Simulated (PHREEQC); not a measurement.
Acid rinse or clean

Consider water at 85 °C with 0.36 mol/kgw HCl, 0.003 mol/kgw NaCl and 0.00056 mol/kgw MnSO4. Closed to the air; pH follows from the charge balance.

Equilibrium calculation in PHREEQC: ion-association model, phreeqc.dat.

Each row changes one thing in this solution. Precipitation was switched off in this run.

| case | pH | Mn+2 (mol/kgw) | MnCl+ (mol/kgw) | SO4-2 (mol/kgw) | MnCl2 (mol/kgw) | MnCl3- (mol/kgw) |
|---|---|---|---|---|---|---|
| as made | 0.57 | 0.000413 | 0.000137 | 1.55e-5 | 8.61e-6 | 8.90e-7 |
| temperature from 85 to 15 °C | 0.55 | 0.000392 | 0.000155 | 6.88e-5 | 1.08e-5 | … |
| HCl from 0.36 to 0.324 mol/kgw | 0.61 | 0.000421 | 0.000131 | 1.64e-5 | … | 7.05e-7 |
| diluted 2-fold with water | 0.85 | 0.000229 | 4.85e-5 | 1.14e-5 | 1.84e-6 | 9.25e-8 |
| temperature from 85 to 65 °C | 0.56 | 0.000406 | 0.000143 | 2.52e-5 | 9.30e-6 | 9.65e-7 |
| NaCl left out | 0.57 | 0.000414 | 0.000137 | 1.54e-5 | 8.53e-6 | 8.74e-7 |

### Question
Some entries are withheld; supply them.

### Answer

- temperature from 85 to 15 °C, MnCl3- (mol/kgw): 1.12e-6
- HCl from 0.36 to 0.324 mol/kgw, MnCl2 (mol/kgw): 7.61e-6

Away from 25 °C the constants follow the database's enthalpies or fits; those with neither stay at their 25 °C values.
